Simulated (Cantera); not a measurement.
A Cantera script and what it prints.

```python
import numpy as np
import cantera as ct

gas_names = """
    AL ALC ALH ALN AL2 C CH CH2 CH3 CH4 CN C2 C2H C2H2,acetylene C2H2,vinylidene C2H3,vinyl CH3CN C2H4
    C2H5 C2H6 CCN CNC C2N2 C3 C3H3,propargyl C3H4,allene C3H4,propyne C3H4,cyclo- C3H5,allyl
    C3H6,propylene C3H6,cyclo- C3H7,n-propyl C3H7,i-propyl C3H8 C4 C4H2 C4H4,1,3-cyclo- C4H6,butadiene
    C4H6,2-butyne C4H6,cyclo- C4H8,1-butene C4H8,cis2-buten C4H8,tr2-butene C4H8,isobutene C4H8,cyclo-
    C4H9,n-butyl C4H9,i-butyl C4H9,s-butyl C4H9,t-butyl C4H10,isobutane C4H10,n-butane C4N2 C5
    C5H6,1,3cyclo- C5H8,cyclo- C5H10,1-pentene C5H10,cyclo- C5H11,pentyl C5H11,t-pentyl C5H12,n-pentane
    C5H12,i-pentane CH3C(CH3)2CH3 C6H2 C6H5,phenyl C6H6 C6H10,cyclo- C6H12,1-hexene C6H12,cyclo-
    C6H13,n-hexyl C7H7,benzyl C7H8 C7H14,1-heptene C7H15,n-heptyl C7H16,n-heptane C8H8,styrene
    C8H10,ethylbenz C8H16,1-octene C8H17,n-octyl C8H18,isooctane C8H18,n-octane C9H19,n-nonyl
    C10H8,naphthale C10H21,n-decyl C12H9,o-bipheny C12H10,bipheny H HCN HCCN HNC H2 N NH NH2 NH3 N2 N2H2
    N2H4
""".split()
cond_names = """
    AL(cr) AL(L) ALN(s) C(gr) C6H6(L) C7H8(L) C8H18(L),n-octa
""".split()


def load(file, names, dense=False):
    # The tables refer to 1 bar. Condensed volumes are neglected.
    table = {s.name: s for s in ct.Species.list_from_file(file)}
    out = []
    for n in names:
        d = dict(table[n].input_data)
        d["thermo"] = dict(d["thermo"], **{"reference-pressure": 1e5})
        if dense:
            d["equation-of-state"] = {"model": "constant-volume", "density": "1e6 g/cm^3"}
        out.append(ct.Species.from_dict(d))
    return out


gas = ct.Solution(thermo="ideal-gas", species=load("nasa_gas.yaml", gas_names))
cond = {s.name: ct.Solution(thermo="fixed-stoichiometry", species=[s], name=s.name)
        for s in load("nasa_condensed.yaml", cond_names, dense=True)}
atoms = {
    'Al(CH3)3': {'AL': 1, 'C': 3, 'H': 9},
    'NH3': {'N': 1, 'H': 3},
    'N2': {'N': 2},
}
top_T = {'ALN(s)': 2750, 'C(gr)': 4500}  # K; cautious upper limits of use, not melting points


def equilibrate(T, P, feed):
    n = {}
    for name, mol in feed.items():
        for a, k in atoms[name].items():
            n[a] = n.get(a, 0.0) + k * mol
    gas.TPX = T, P, n
    mass = sum(n.values()) * gas.mean_molecular_weight
    gas.equilibrate("TP")
    valid = [c for c in cond.values() if c.min_temp <= T <= top_T.get(c.name, c.max_temp)]
    mix = ct.Mixture([(gas, mass / gas.mean_molecular_weight)] + [(c, 0.0) for c in valid])
    mix.T, mix.P = T, P
    mix.equilibrate("TP", solver="vcs", rtol=1e-11, max_steps=5000)
    return mix


results = []
feed = {'Al(CH3)3': 1, 'NH3': 280, 'N2': 3.8}  # mol
P = 100  # Pa
for T in [1075, 1125, 1175, 1225, 1275, 1325, 1375, 1425, 1475, 1525, 1575, 1625, 1675]:
    mix = equilibrate(T, P, feed)
    results.append((T, P, feed, dict(zip(mix.species_names, mix.species_moles))))

top = {s: max(r[3][s] / sum(r[3][g] for g in gas_names) for r in results) for s in gas_names}
cols = sorted((s for s in top if top[s] > 1e-06), key=lambda s: -top[s])[:9]
seen = [c for c in cond_names if any(r[3].get(c, 0) > 1e-12 for r in results)]
print("log10 of partial pressures in bar; condensed amounts in mol")
print(f"{'T/K':>10s}" + "".join(f"{s[:9]:>10s}" for s in cols + seen))
for T, P, feed, n in results:
    ng = sum(n[g] for g in gas_names)
    print(f"{T:10.4g}" + "".join(f"{np.log10(max(n[s] / ng * P / 1e5, 1e-99)):10.3f}" for s in cols)
          + "".join(f"{n.get(c, 0):10.4g}" for c in seen))
```

Output:

```
log10 of partial pressures in bar; condensed amounts in mol
       T/K        H2        N2         H       HCN        AL C2H2,acet       HNC       CH4       ALH    ALN(s)     C(gr)
      1075    -3.126    -3.598    -9.397    -8.162   -17.219   -11.250   -10.771    -7.599   -17.698         1     2.982
      1125    -3.126    -3.598    -8.915    -7.875   -15.833   -10.765   -10.353    -7.792   -16.469         1     2.983
      1175    -3.126    -3.598    -8.475    -7.613   -14.566   -10.322    -9.971    -7.970   -15.346         1      2.98
      1225    -3.126    -3.598    -8.069    -7.372   -13.403    -9.916    -9.620    -8.134   -14.315         1     2.971
      1275    -3.126    -3.598    -7.696    -7.150   -12.333    -9.542    -9.296    -8.286   -13.367         1     2.956
      1325    -3.126    -3.598    -7.350    -6.946   -11.344    -9.196    -8.998    -8.426   -12.491         1     2.932
      1375    -3.126    -3.598    -7.028    -6.756   -10.429    -8.876    -8.721    -8.556   -11.680         1     2.896
      1425    -3.126    -3.598    -6.729    -6.580    -9.578    -8.579    -8.464    -8.677   -10.926    0.9998     2.845
      1475    -3.127    -3.598    -6.450    -6.416    -8.786    -8.303    -8.225    -8.790   -10.224     0.999     2.772
      1525    -3.127    -3.599    -6.189    -6.263    -8.046    -8.044    -8.001    -8.895    -9.569    0.9947     2.674
      1575    -3.127    -3.599    -5.945    -6.120    -7.354    -7.803    -7.792    -8.995    -8.957    0.9742     2.542
      1625    -3.128    -3.599    -5.715    -5.986    -6.705    -7.577    -7.596    -9.088    -8.383    0.8855     2.368
      1675    -3.129    -3.600    -5.500    -5.861    -6.095    -7.365    -7.413    -9.177    -7.844    0.5346     2.144
```

Method: chemical equilibrium by Gibbs-energy minimisation in Cantera with the NASA 1993 tables (ideal gas, pure condensed phases). The feed counts by its element totals alone.
